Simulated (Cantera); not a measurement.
A perfectly stirred reactor is fed with 0.103 % CO, 2.44 % O₂, 3.66 % H₂O, 93.8 % N₂, equivalence ratio 0.021, at 0.133 bar; it is held at 1448 K, and followed from long to short residence time.

Cantera simulation using GRI-Mech 3.0 (53 species, 325 reactions); the numbers are that mechanism's predictions, not measurements.

Task: Predict: x(CO) at τ = 4.90 s; x(O₂) at τ = 4.90 s; x(H₂O) at τ = 4.90 s; x(NO) at τ = 4.90 s; x(HO₂) at τ = 4.90 s; x(CO) at τ = 83.0 ms; x(O₂) at τ = 83.0 ms; x(H₂O) at τ = 83.0 ms; x(NO) at τ = 83.0 ms; x(HO₂) at τ = 83.0 ms.

Result: 
```
Item                     Result
---------------------  --------
x(CO) at τ = 4.90 s     6.21e-6
x(O₂) at τ = 4.90 s      0.0239
x(H₂O) at τ = 4.90 s     0.0365
x(NO) at τ = 4.90 s     1.08e-7
x(HO₂) at τ = 4.90 s    3.26e-8
x(CO) at τ = 83.0 ms   0.000100
x(O₂) at τ = 83.0 ms     0.0238
x(H₂O) at τ = 83.0 ms    0.0364
x(NO) at τ = 83.0 ms    3.15e-8
x(HO₂) at τ = 83.0 ms   2.39e-7
```
